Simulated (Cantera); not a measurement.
A perfectly stirred reactor is fed with C2H6 : H2 = 1 : 13 (molar parts), at 0.133 bar; it is held at 1950 K, and followed from long to short residence time.

Cantera simulation using GRI-Mech 3.0 (53 species, 325 reactions); the numbers are that mechanism's predictions, not measurements. GRI-Mech 3.0 stops at C3 and has no aromatics, soot or wall deposition, so with more carbon than oxygen in the feed, carbon stays in small species such as C2H2 where larger ones or solid carbon would form.

Task: What does this change do: H2 13 to 32 parts?

Result: 
```
quantity                  before     after
----------------------  --------  --------
x(C2H6) at τ = 22.0 s    3.70e-8   1.69e-8
x(H2) at τ = 22.0 s        0.934     0.968
x(CH4) at τ = 22.0 s     0.00106  0.000738
x(CH3) at τ = 22.0 s     6.89e-5   4.70e-5
x(C2H) at τ = 22.0 s     3.18e-6   1.42e-6
x(C2H6) at τ = 0.180 s   3.78e-6   1.69e-6
x(H2) at τ = 0.180 s       0.929     0.965
x(CH4) at τ = 0.180 s    0.00897   0.00603
x(CH3) at τ = 0.180 s   0.000597  0.000391
x(C2H) at τ = 0.180 s    3.06e-6   1.30e-6
```

Task: What does this change do: 0.56 parts H2O added?

Result: 
```tsv
quantity	before	after
x(C2H6) at τ = 22.0 s	3.70e-8	3.56e-8
x(H2) at τ = 22.0 s	0.934	0.921
x(CH4) at τ = 22.0 s	0.00106	0.00109
x(CH3) at τ = 22.0 s	6.89e-5	7.12e-5
x(C2H) at τ = 22.0 s	3.18e-6	2.15e-6
x(C2H6) at τ = 0.180 s	3.78e-6	3.65e-6
x(H2) at τ = 0.180 s	0.929	0.906
x(CH4) at τ = 0.180 s	0.00897	0.00909
x(CH3) at τ = 0.180 s	0.000597	0.000611
x(C2H) at τ = 0.180 s	3.06e-6	2.51e-6
```
